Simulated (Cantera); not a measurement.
A closed system holds: 1 mol SrCl2, 0.068 mol HCl, 24 mol N2, equilibrated at 1.33 mbar.

Equilibrium computed with Cantera from the NASA thermochemical tables; the gas is ideal and each condensed phase is pure. Candidate condensed phases: NH4Cl, Sr, SrCl2; 15 gas species. The numbers say what is thermodynamically allowed, not how fast it happens. All values below are at 2150 K.

Base state: N2 0.951, SrCl2 0.0351, Cl 0.00722, SrCl 0.00351, H 0.00138, HCl 0.00102, Sr 0.00102, H2 0.000143 (mole fractions); condensed: gas only.

**Question.** What changes in the equilibrium state with this change: HCl from 0.068 to 0.2 mol?

**Answer.** 
| species | before | after |
|---|---|---|
| N2 | 0.951 | 0.945 |
| SrCl2 | 0.0351 | 0.0358 |
| Cl | 0.00722 | 0.00904 |
| HCl | 0.00102 | 0.00302 |
| H | 0.00138 | 0.00326 |
| H2 | 0.000143 | 0.000796 |
| Sr | 0.00102 | 0.000666 |
